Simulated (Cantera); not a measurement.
# Thermodynamics of sublimation and decomposition of ceramics, feed SiO₂ + Si + H₂ + C

Feed: 1 mol SiO₂, 0.0044 mol Si, 0.074 mol H₂, 0.42 mol C, equilibrated at 1752 °C and 75.0 Torr.

Method: chemical equilibrium by Gibbs-energy minimisation in Cantera with the NASA 1993 tables (ideal gas, pure condensed phases). Candidate condensed phases: C, C₆H₆, C₇H₈, C₈H₁₈, H₂O, Si, SiC, SiO₂; 123 gas species. The tables hold silica as quartz up to 1696 K and as liquid above; real silica turns to tridymite and cristobalite and melts near 1996 K. Rates play no part.

```
Quantity                                    Result
--------------------------------------  ----------
x(SiO)                                       0.464
x(CO)                                        0.454
x(H₂)                                       0.0791
x(H)                                       0.00171
x(CO₂)                                    0.000222
x(H₂O)                                    0.000180
x(Si)                                      7.68e-6
x(SiO₂)                                    3.91e-6
n(SiO₂(l))                               0.575 mol
gas amount                              0.9240 mol
log10 activity of Si(l) (absent)             -1.88
log10 activity of C(graphite) (absent)       -2.67
```
